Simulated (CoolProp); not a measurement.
Properties of toluene along the isotherm 346.85 °C.

Values from CoolProp's reference Helmholtz-energy equation of state, Lemmon 2006. It is a short technical equation, of lower accuracy than the large ones.

| p (bar) | phase | speed of sound (m/s) | Joule-Thomson coefficient (K/MPa) | expansivity (1/kK) | conductivity (mW/(m K)) | fugacity coefficient |
|---|---|---|---|---|---|---|
| 1.3 | gas | 239.4 | 6.524 | 1.667 | 43.5 | 0.9901 |
| 2.68 | gas | 237.0 | 6.621 | 1.728 | 43.5 | 0.9796 |
| 5.5 | gas | 232.1 | 6.829 | 1.863 | 43.6 | 0.9584 |
| 11.3 | gas | 221.5 | 7.309 | 2.202 | 43.8 | 0.9155 |
| 23.2 | gas | 197.3 | 8.577 | 3.318 | 44.9 | 0.8297 |
| 47.7 | supercritical | 132.7 | (withheld) | 15.31 | 59.4 | 0.6595 |
| 97.9 | supercritical | 298.9 | 1.152 | 4.293 | 80.9 | 0.4100 |
| 201 | supercritical | 492.7 | (withheld) | 1.996 | 88.6 | 0.2819 |
| 413 | supercritical | 710.2 | -0.1539 | (withheld) | 98.8 | 0.2556 |

Question: Complete the blanks.

Answer: 
- 47.7, Joule-Thomson coefficient (K/MPa): 13.08
- 201, Joule-Thomson coefficient (K/MPa): 0.1556
- 413, expansivity (1/kK): 1.204

Thermal conductivity comes from a separate model (Assael 2012).
